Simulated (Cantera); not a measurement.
Input: 1 mol SiH4, 2.6 mol NH3, a varied amount of H2, equilibrated at 0.120 bar.

Method: chemical equilibrium by Gibbs-energy minimisation in Cantera with the NASA 1993 tables (ideal gas, pure condensed phases). Candidate condensed phases: Si, Si3N4; 18 gas species. Mutual solubility and eutectic melting of coexisting phases are not modelled. Kinetics and transport are ignored.

Stable condensed phases, one row left out:

```
T in °C \ n(H2) in mol
         2.3 3.2 4.5 6.2 8.6  12  17  23  33
   1550    A   A   A   B   B   B   B   B   B
   1450    C   C   C   C   C   C   C   C   A
   1250    C   C   C   C   C   C   C   C   C
   1150    C   C   C   C   C   C   C   C   C
   1050    C   C   C   C   C   C   C   C   C
    950    C   C   C   C   C   C   C   C   C
    850    C   C   C   C   C   C   C   C   C
    750    C   C   C   C   C   C   C   C   C
    650    C   C   C   C   C   C   C   C   C
    550    C   C   C   C   C   C   C   C   C
```

A: Si + Si3N4; B: Si; C: Si3N4.

### Question
Give the row for 1350 °C.

### Answer
2.3: Si3N4; 3.2: Si3N4; 4.5: Si3N4; 6.2: Si3N4; 8.6: Si3N4; 12: Si3N4; 17: Si3N4; 23: Si3N4; 33: Si3N4.
